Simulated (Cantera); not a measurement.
**Carbon deposition, reforming and gasification: CO + H2 + N2**

Charge: 1 mol CO, 0.41 mol H2, a varied amount of N2, at 725 °C and 0.630 Torr.

These are equilibrium values from Cantera (NASA tables, ideal gas, pure condensed phases), not measurements of a reactor. Candidate condensed phases: C, C6H6, C7H8, C8H18, H2O; 136 gas species. Equilibrium is a limit: real reactors are often held back by kinetics, nucleation or transport.

From 1.2 mol N2 to 3.7 mol N2 the condensed part is C(graphite). From 4.6 mol N2 to 7.2 mol N2 nothing is condensed. The main C-bearing gas is CO throughout.

```csv
n(N2) (mol),log p N2,log p CO,log p H2,log p CO2,log p H2O,log p CH4,log p HCN,log p H,n C(graphite)
1.2,-3.41,-3.49,-3.88,-7.21,-7.76,-8.77,-8.94,-10.61,0.000234
1.5,-3.36,-3.54,-3.93,-7.31,-7.86,-8.87,-8.94,-10.63,0.000209
1.9,-3.32,-3.60,-3.98,-7.42,-7.97,-8.98,-8.95,-10.66,0.000183
2.4,-3.28,-3.66,-4.04,-7.54,-8.09,-9.10,-8.96,-10.69,0.000158
3,-3.24,-3.72,-4.11,-7.67,-8.22,-9.23,-8.97,-10.72,0.000135
3.7,-3.22,-3.78,-4.17,-7.80,-8.35,-9.35,-8.99,-10.75,0.000115
4.6,-3.19,-3.85,-4.24,-7.94,-8.49,-9.50,-9.01,-10.79,0
5.8,-3.17,-3.93,-4.32,-8.10,-8.64,-9.65,-9.04,-10.83,0
7.2,-3.15,-4.01,-4.40,-8.25,-8.80,-9.81,-9.07,-10.86,0
```
log p: log10 of the partial pressure in bar; n: condensed amount in mol.
